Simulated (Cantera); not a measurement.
Charge: 1 mol n-butane, 0.062 mol O2, 3.8 mol CO2, equilibrated at 2275 K and 0.000140 bar.

Method: chemical equilibrium by Gibbs-energy minimisation in Cantera with the NASA 1993 tables (ideal gas, pure condensed phases). Candidate condensed phases: C, C6H6, C7H8, C8H18, H2O; 110 gas species. Kinetics and transport are ignored.

Base state: CO 0.515, H 0.305, H2 0.180, C2H2 (acetylene) 0.000686, C3 7.49e-5, C2H 4.91e-5, C 3.96e-5 (mole fractions); condensed: C(graphite).

What changes in the equilibrium state with this change: temperature from 2275 K to 1500 K?


```tsv
species	before	after
CO	0.515	0.607
H2	0.180	0.392
H	0.305	0.000932
C3	7.49e-5	<1e-9
C2H	4.91e-5	<1e-9
C	3.96e-5	<1e-9
C2H2 (acetylene)	0.000686	3.54e-6
C(graphite), mol	0.0497	0.0759
```
